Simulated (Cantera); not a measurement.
A closed system holds: 1 mol MgCO₃, 1.5 mol H₂S, 0.068 mol O₂, held at 1.00 bar.

Cantera equilibrium calculation (NASA polynomials, part measured and part estimated; ideal gas, pure solids and liquids). Candidate condensed phases: C, C₆H₆, C₇H₈, C₈H₁₈, H₂O, H₂SO₄, Mg, MgCO₃, MgO, Mg(OH)₂, MgS, MgSO₄, S; 130 gas species. Gases not in the tables: S₃ to S₇. Rates play no part.

**Question.** At 1000 K, list the 6 most abundant gas species with their mole fractions, and the condensed phases.

**Answer.** H₂S 0.445, CO₂ 0.322, H₂O 0.111, S₂ 0.0481, CO 0.0301, COS 0.0283. Condensed: MgO(s).
